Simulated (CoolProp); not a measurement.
Computed with CoolProp (reference Helmholtz-energy equation of state, Lemmon 2006). It is a short technical equation, of lower accuracy than the large ones.

Problem. Give the vapour pressure (bar), vapour density (kg/m³), enthalpy of vaporisation (kJ/kg), liquid cp (kJ/(kg K)) of saturated carbonyl sulfide at 272.3, 276.6, 314.9 K.

Solution. 
```
T (K)  p (bar)  vapour density (kg/m³)  enthalpy of vaporisation (kJ/kg)  liquid cp (kJ/(kg K))
-----  -------  ----------------------  --------------------------------  ---------------------
272.3     6.34                    18.7                               271                   1.27
276.6     7.20                    21.1                               267                   1.29
314.9     19.0                    55.7                               225                   1.47
```
